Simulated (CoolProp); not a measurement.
Vapour-liquid equilibrium of n-pentane (1) + cyclohexane (2) at 44.4 kPa; x and y are mole fractions of (1).

Model: multi-fluid Helmholtz-energy mixture model, Thol 2019 and Zhou 2014; pair parameters Bell 2016, in CoolProp.

```csv
x,"bubble temperature, mixture model (°C)","bubble temperature, Raoult's law (°C)","y, mixture model","y, Raoult's law"
0.05,50.5,51.3,0.206,0.187
0.125,44.3,45.7,0.417,0.392
0.2,39.4,41.0,0.558,0.538
0.275,35.3,36.9,0.658,0.645
0.35,31.8,33.3,0.731,0.726
0.425,28.9,30.1,0.788,0.789
0.5,26.3,27.3,0.833,0.838
0.575,24.0,24.7,0.870,0.877
0.65,21.9,22.4,0.901,0.909
0.725,19.9,20.3,0.927,0.935
0.8,18.1,18.4,0.950,0.957
0.875,16.5,16.6,0.971,0.975
0.95,14.9,14.9,0.989,0.991
```

The largest gap from Raoult's law is -1.6 K in bubble temperature, at x = 0.275. No azeotrope shows between x = 0.05 and 0.95.

The pair parameters rest on a limited set of measurements; away from them the model extrapolates.
